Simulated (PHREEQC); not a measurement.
Consider water at 25 °C and 100 atm with 0.13 mol KOH and 0.26 mol Al(NO3)3 per kg of water. Closed to the air; pH follows from the charge balance.

The numbers come from PHREEQC with the ion-association model, phreeqc.dat.

No solid was allowed to form.

### Question
Order these Al species by the share of Al that they hold, largest first: Al(OH)2+, Al+3, AlOH+2.

### Answer
Al+3 (59 %), AlOH+2 (32 %), Al(OH)2+ (8.9 %)

The pH is 5.16 and the ionic strength 1.32 mol/kgw. Examples of supersaturated solids here: Gibbsite (slow to form). Others may be too. The ionic strength is past about 0.7 mol/kgw, beyond the range of this activity model, so the values are rough. Species that the database lacks are ignored. Under pressure, the constants of complexes without a molar volume in the database are unreliable.
